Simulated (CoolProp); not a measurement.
Vapour-liquid equilibrium of R22 (1) + R113 (2) at 250 kPa; x and y are mole fractions of (1).

Computed with CoolProp (multi-fluid Helmholtz-energy mixture model, Kamei 1995 and Marx 1992; pair parameters Bell 2016).

```json
[
 {"x": "0.05", "bubble temperature (K)": "332.0", "y at the bubble point": "0.427", "dew temperature at overall composition x (K)": "349.1", "liquid density (mol/L)": "8.062"},
 {"x": "0.15", "bubble temperature (K)": "304.7", "y at the bubble point": "0.788", "dew temperature at overall composition x (K)": "345.1", "liquid density (mol/L)": "8.818"},
 {"x": "0.25", "bubble temperature (K)": "288.4", "y at the bubble point": "0.900", "dew temperature at overall composition x (K)": "340.8", "liquid density (mol/L)": "9.485"},
 {"x": "0.35", "bubble temperature (K)": "278.2", "y at the bubble point": "0.943", "dew temperature at overall composition x (K)": "336.0", "liquid density (mol/L)": "10.12"},
 {"x": "0.45", "bubble temperature (K)": "271.5", "y at the bubble point": "0.964", "dew temperature at overall composition x (K)": "330.8", "liquid density (mol/L)": "10.77"},
 {"x": "0.55", "bubble temperature (K)": "266.7", "y at the bubble point": "0.975", "dew temperature at overall composition x (K)": "324.7", "liquid density (mol/L)": "11.45"},
 {"x": "0.65", "bubble temperature (K)": "263.2", "y at the bubble point": "0.982", "dew temperature at overall composition x (K)": "317.6", "liquid density (mol/L)": "12.19"},
 {"x": "0.75", "bubble temperature (K)": "260.2", "y at the bubble point": "0.988", "dew temperature at overall composition x (K)": "308.8", "liquid density (mol/L)": "13.00"},
 {"x": "0.85", "bubble temperature (K)": "257.6", "y at the bubble point": "0.993", "dew temperature at overall composition x (K)": "296.8", "liquid density (mol/L)": "13.92"},
 {"x": "0.95", "bubble temperature (K)": "255.0", "y at the bubble point": "0.998", "dew temperature at overall composition x (K)": "276.1", "liquid density (mol/L)": "14.97"}
]
```

No azeotrope shows between x = 0.05 and 0.95.

The pair parameters rest on a limited set of measurements; away from them the model extrapolates. The gap from Raoult's law changes sign with composition, which may be real or a fault of the pair parameters; it wasn't checked against measurements.
